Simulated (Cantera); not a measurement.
Input: 1 mol CF4, 8.7 mol H2, 1.2 mol HCl, held at 1.20 Pa.

Equilibrium computed with Cantera from the NASA thermochemical tables; the gas is ideal and each condensed phase is pure. Candidate condensed phases: C, C6H6, C7H8, C8H18; 118 gas species. The numbers say what is thermodynamically allowed, not how fast it happens.

x: gas mole fraction; n: condensed amount in mol.

```
T (K)   x H2       x H   x HF   x HCl     x Cl  n C(graphite)
-----  -----  --------  -----  ------  -------  -------------
1273   0.563  0.000154  0.336   0.101  2.35e-5          1.000
1373   0.562         ?  0.336   0.101        ?          1.000
1473   0.561         ?  0.336   0.100        ?          1.000
1573   0.556   0.00876  0.334  0.0991  0.00124          1.000
1673   0.545    0.0243  0.331  0.0961  0.00334          0.999
1773   0.518    0.0591  0.325  0.0896  0.00785          0.998
1873   0.467     0.127  0.312  0.0776   0.0160          0.996
1973   0.381     0.240  0.291  0.0593   0.0280          0.993
2073   0.266     0.391  0.263  0.0379   0.0412          0.989
2173   0.151     0.541  0.236  0.0196   0.0513          0.980
```

Task: What belongs in the gaps?

Result: 
- 1373, x H: 0.000721
- 1373, x Cl: 0.000107
- 1473, x H: 0.00274
- 1473, x Cl: 0.000396
